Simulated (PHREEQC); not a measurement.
Make-up at 20 °C: 0.089 mol/kgw NaBr and 0.16 mol/kgw KOH. Closed to the air; pH follows from the charge balance.

The numbers come from PHREEQC with the ion-association model, phreeqc.dat.

This is a speciation only: nothing precipitates in the calculation.

Problem. What pH, density does the model give?

Solution. pH 13.21; density 1.013 g/cm³.
